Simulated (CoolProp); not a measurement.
Ethanol along the isotherm 246.25 °C: density (kg/m³) from the reference equation and from simpler models built on Tc = 241.6 °C, pc = 6.268 MPa, ω = 0.644; each cubic takes its own stable root.

Computed with CoolProp (reference Helmholtz-energy equation of state, Schroeder 2014).

| p (MPa) | phase | reference |
|---|---|---|
| 6.27 | supercritical | 133.9 |
| 12.5 | supercritical | 500.3 |
| 18.8 | supercritical | 541.3 |
| 25.1 | supercritical | 566.7 |
| 31.3 | supercritical | 585.7 |
| 37.6 | supercritical | 601.4 |
| 43.9 | supercritical | 614.9 |
| 50.1 | supercritical | 626.5 |
| 56.4 | supercritical | 637.1 |
| 62.7 | supercritical | 646.7 |

Problem. How far does each simpler model (ideal gas, Redlich-Kwong) lie from the reference over these 10 states: mean and median of the absolute difference, and the worst?

Solution. 
- ideal gas: mean 36.3 %, median 38.1 %, worst -73.4 % at 246.25 °C and 12.5 MPa
- Redlich-Kwong: mean 17.9 %, median 18.2 %, worst -24.4 % at 246.25 °C and 12.5 MPa
